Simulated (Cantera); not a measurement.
Input: 1 mol PbO, 0.038 mol H2, held at 777 °C and 1330 Pa.

Method: chemical equilibrium by Gibbs-energy minimisation in Cantera with the NASA 1993 tables (ideal gas, pure condensed phases). Candidate condensed phases: H2O, Pb, PbO, PbO2, Pb3O4; 12 gas species. Mutual solubility and eutectic melting of coexisting phases are not modelled. Kinetics and transport are ignored.

Base state: H2O 0.996, Pb 0.00349, H2 0.000175, PbO 0.000111 (mole fractions); condensed: Pb(l) + PbO(yellow).

What changes in the equilibrium state with this change: PbO replaced by Pb?


```tsv
species	before	after
H2	0.000175	0.997
Pb	0.00349	0.00349
H2O	0.996	0
PbO	0.000111	0
Pb(l), mol	0.0379	1.000
PbO(yellow), mol	0.962	0
```
